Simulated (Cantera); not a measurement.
**Catalytic combustion on Pt**

An isothermal plug-flow reactor at 1148 K and 90.0 Torr (inlet), inlet velocity 0.43 m/s, active area per volume 110 1/m; feed 1.17 % CH₄, 1.47 % O₂, 96.6 % N₂, 0.734 % H₂O, equivalence ratio 1.6.

Cantera simulation using Deutschmann's 1995 Pt surface mechanism with GRI-Mech 3.0 gas chemistry; the numbers are that mechanism's predictions, not measurements. Catalytic surfaces can have several steady states; this one follows from the mechanism file's or the stated starting coverage. Mass transfer to the wall is taken as infinitely fast.

| z (m) | x CH₄ | x O₂ | x H₂O | x CO₂ | x CO | θ free Pt | θ H* | θ O* | θ CO* | θ C* |
|---|---|---|---|---|---|---|---|---|---|---|
| 7.5e-05 | 0.0115 | 0.0141 | 0.00792 | 0.000261 | 2.74e-5 | 0.688 | 1.79e-6 | 0.312 | 1.31e-5 | 1.61e-7 |
| 0.00013 | 0.0112 | 0.0137 | 0.00834 | 0.000469 | 2.91e-5 | 0.691 | 1.85e-6 | 0.309 | 1.33e-5 | 1.61e-7 |
| 0.00024 | 0.0108 | 0.0129 | 0.00916 | 0.000883 | 2.89e-5 | 0.697 | 1.97e-6 | 0.303 | 1.34e-5 | 1.61e-7 |
| 0.00042 | 0.0102 | 0.0115 | 0.0105 | 0.00155 | 2.82e-5 | 0.707 | 2.18e-6 | 0.292 | 1.35e-5 | 1.62e-7 |
| 0.00075 | 0.00898 | 0.00920 | 0.0128 | 0.00271 | 2.74e-5 | 0.731 | 2.62e-6 | 0.268 | 1.40e-5 | 1.68e-7 |
| 0.0013 | 0.00710 | 0.00546 | 0.0166 | 0.00458 | 3.12e-5 | 0.812 | 4.16e-6 | 0.187 | 2.00e-5 | 2.43e-7 |
| 0.0024 | 0.00312 | 0.000517 | 0.0215 | 0.00550 | 0.00306 | 0.993 | 0.000868 | 9.39e-6 | 0.00291 | 0.00338 |
| 0.0042 | 0.000780 | 9.38e-6 | 0.0200 | 0.00551 | 0.00535 | 0.991 | 0.00141 | 3.21e-6 | 0.00503 | 0.00246 |
| 0.0075 | 6.21e-5 | 6.11e-9 | 0.0193 | 0.00555 | 0.00602 | 0.993 | 0.00156 | 2.60e-6 | 0.00567 | 0.000245 |
x: gas mole fraction; θ: surface coverage.
